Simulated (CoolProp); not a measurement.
Vapour-liquid equilibrium of R113 (1) + n-heptane (2) at 388.6 K; x and y are mole fractions of (1).

The numbers come from the multi-fluid Helmholtz-energy mixture model, Marx 1992 and Span 2003; pair parameters Bell 2016 in CoolProp.

```
x      bubble pressure (MPa)  y at the bubble point  dew pressure at overall composition x (MPa)  liquid density (mol/L)
-----  ---------------------  ---------------------  -------------------------------------------  ----------------------
0.05                  0.1900                  0.174                                       0.1700                   6.011
0.125                 0.2298                  0.359                                       0.1816                   6.082
0.2                   0.2684                  0.488                                       0.1948                   6.155
0.275                 0.3057                  0.583                                       0.2100                   6.228
0.35                  0.3416                  0.657                                       0.2276                   6.303
0.425                 0.3761                  0.717                                       0.2483                   6.379
0.5                   0.4093                  0.767                                       0.2728                   6.457
0.575                 0.4415                  0.810                                       0.3021                   6.538
0.65                  0.4729                  0.848                                       0.3377                   6.621
0.725                 0.5038                  0.883                                       0.3811                   6.707
0.8                   0.5345                  0.916                                       0.4339                   6.796
0.875                 0.5654                  0.947                                       0.4968                   6.890
0.95                  0.5967                  0.979                                       0.5680                   6.988
```

No azeotrope shows between x = 0.05 and 0.95.

Pair parameters are fitted to limited data, so mixtures are less certain than the pure fluids.
